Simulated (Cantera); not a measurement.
Gas mixture: 49.0 % CO, 51.0 % C2H4, at 0.0132 atm, frozen composition.

Cantera's kinetic-theory transport with the Lennard-Jones parameters of GRI-Mech 3.0, ideal gas; thermal conductivity in the mixture-averaged form. The composition is frozen, though it would react at the higher temperatures.

D: mixture-averaged diffusion coefficient of that species in the mixture.

```
T (K)  ρ (kg/m³)  cp (J/kg/K)  μ (µPa s)  λ (mW/m/K)     Pr  D (cm²/s) H2O  D (cm²/s) O  D (cm²/s) CH4
-----  ---------  -----------  ---------  ----------  -----  -------------  -----------  -------------
400       0.0112         1471       16.9        32.7  0.760           25.1         35.5            ___
600      0.00749         1823       23.3        53.5  0.795           54.6         71.6            ___
800      0.00562         2085       28.9        74.0  0.813           92.8          117            ___
1000     0.00449         2292       33.8        93.6  0.829            138          170            ___
1200     0.00375         2448       38.4         112  0.838            191          230            ___
1400     0.00321         2569       42.6         130  0.844            250          298            ___
1600     0.00281         2662       46.5         146  0.848            314          372            ___
```

### Question
Fill in the missing entries.

### Answer

- 400, D (cm²/s) CH4: 24.7
- 600, D (cm²/s) CH4: 50.6
- 800, D (cm²/s) CH4: 83.2
- 1000, D (cm²/s) CH4: 122
- 1200, D (cm²/s) CH4: 165
- 1400, D (cm²/s) CH4: 214
- 1600, D (cm²/s) CH4: 268
